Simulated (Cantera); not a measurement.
A perfectly stirred reactor is fed with CH4 : H2 : O2 : N2 : H2O = 1 : 1 : 3.97 : 14.9 : 0.5 (molar parts), at 4.90 bar; it is adiabatic with a 350 K inlet, and is followed from long to short residence time, starting on the burning branch (τ in s: 0.33, 0.16, 0.076, 0.036, 0.017, 0.0083, 0.004, 0.0019, 0.0009, 0.00043, 0.00021, 9.9e-05).

Model: GRI-Mech 3.0 (53 species, 325 reactions), integrated in Cantera.

Q: What does this change do: inlet temperature 350 to 450 K?

A: 
| quantity | before | after |
|---|---|---|
| blow-out, bracketed by the residence times tried | burning at 0.210 ms, out at 99.0 µs | burning at 99.0 µs, the shortest tried |
| x(CH4) at τ = 0.330 s | 2.07e-6 | 1.27e-6 |
| x(H2) at τ = 0.330 s | 1.86e-5 | 2.85e-5 |
| x(O2) at τ = 0.330 s | 0.0703 | 0.0703 |
| x(HO2) at τ = 0.330 s | 1.02e-6 | 1.31e-6 |
| x(OH) at τ = 0.330 s | 0.000418 | 0.000620 |
| x(CH4) at τ = 4.00 ms | 5.06e-5 | 3.78e-5 |
| x(H2) at τ = 4.00 ms | 0.000245 | 0.000248 |
| x(O2) at τ = 4.00 ms | 0.0707 | 0.0705 |
| x(HO2) at τ = 4.00 ms | 8.70e-6 | 6.62e-6 |
| x(OH) at τ = 4.00 ms | 0.00111 | 0.00140 |
